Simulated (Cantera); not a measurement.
Premixed flame

A freely propagating, adiabatic, planar premixed flame of H₂ : O₂ : N₂ : H₂O = 1 : 0.943 : 3.55 : 0.65 (molar parts), equivalence ratio 0.53, unburnt at 350 K and 1.01 bar; mixture-averaged transport, grid criteria slope 0.08 and curve 0.16, no radiation.

Model: the H2/O2 subset of GRI-Mech 3.0, which has no nitrogen chemistry, integrated in Cantera. Burning velocities carry a grid error of a few per cent, more on coarse grids. Lean hydrogen flames are cellular in practice and burn faster than this planar one.

```
z (mm)  T (K)  u (m/s)      x H₂    x O₂  x H₂O       x O     x HO₂      x OH
------  -----  -------  --------  ------  -----  --------  --------  --------
-1.83     350    0.309     0.158   0.154  0.106     <1e-8   2.19e-8     <1e-8
-1.22     354    0.309     0.148   0.156  0.108     <1e-8   4.19e-7     <1e-8
-0.914    364    0.313     0.136   0.158  0.111     <1e-8   1.88e-6     <1e-8
-0.609    414    0.348     0.110   0.160  0.122     <1e-8   1.52e-5     <1e-8
-0.305    669    0.547    0.0659   0.148  0.163   3.49e-6  0.000215   5.85e-6
-0.152    943    0.766    0.0410   0.130  0.203  0.000117  0.000242  0.000176
0        1206    0.978    0.0197   0.107  0.243  0.000761  0.000128  0.000953
0.152    1363     1.11   0.00792  0.0921  0.266   0.00122   7.61e-5   0.00212
0.305    1440     1.17   0.00352  0.0862  0.276   0.00105   5.02e-5   0.00255
0.609    1498     1.21   0.00116  0.0835  0.282  0.000503   2.43e-5   0.00207
1.22     1522     1.23  0.000281  0.0830  0.285  0.000132   7.38e-6   0.00113
2.44     1529     1.24   5.67e-5  0.0830  0.285   2.91e-5   1.74e-6  0.000546
4.87     1530     1.24   1.32e-5  0.0830  0.286   7.75e-6   4.99e-7  0.000286
```
x: mole fraction of selected species; z is measured from the peak of heat release.

| Property | Value |
|---|---|
| laminar burning velocity | 31.0 cm/s |
| thermal thickness | 0.609 mm |
| peak x(O) | 0.00122 |
| peak x(HO₂) | 0.000283 |
| peak x(OH) | 0.00255 |
| grid points | 103 |
